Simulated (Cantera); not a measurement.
What does this Cantera script print?

```python
import numpy as np
import cantera as ct

gas_names = [...]  # 116 gases of nasa_gas.yaml made of C, H, Mg, O
cond_names = """
    C(gr) C6H6(L) C7H8(L) C8H18(L),n-octa H2O(s) H2O(L) Mg(cr) Mg(L) MgCO3(s) MgO(s) MgO(L) MgO2H2(s)
""".split()


# ... load() reads the species with a 1 bar reference pressure and builds the phases ...
atoms = {
    'Mg(OH)2': {'Mg': 1, 'O': 2, 'H': 2},
    'C': {'C': 1},
    'H2': {'H': 2},
}
top_T = {'C(gr)': 4500}  # K; cautious upper limits of use, not melting points


# ... equilibrate(T, P, feed) seeds the gas with the atoms and calls Mixture.equilibrate('TP', solver="vcs", rtol=1e-11, max_steps=5000) ...
results = []
feed = {'Mg(OH)2': 1, 'C': 0.67, 'H2': 0.038}  # mol
T = 1398.15  # K
P = 180  # Pa
mix = equilibrate(T, P, feed)
results.append((T, P, feed, dict(zip(mix.species_names, mix.species_moles))))
x = sorted(zip(gas.X, gas.species_names), reverse=True)
print(f"T = {T:g} K  P = {P:g} Pa  gas = {mix.phase_moles(0):.4g} mol")
print("   x: " + "  ".join(f"{s} {v:.3e}" for v, s in x if v > 0.001))
print("   condensed (mol): " + ("  ".join(f"{mix.phase(i).name} {mix.phase_moles(i):.4g}"
      for i in range(1, mix.n_phases) if mix.phase_moles(i) > 1e-12) or "none"))
```

It prints:

```
T = 1398.15 K  P = 180 Pa  gas = 1.708 mol
   x: H2 4.637e-01  CO 3.430e-01  H2O 1.440e-01  CO2 4.923e-02
   condensed (mol): MgO(s) 1
```

Cantera equilibrium calculation (NASA polynomials, part measured and part estimated; ideal gas, pure solids and liquids).
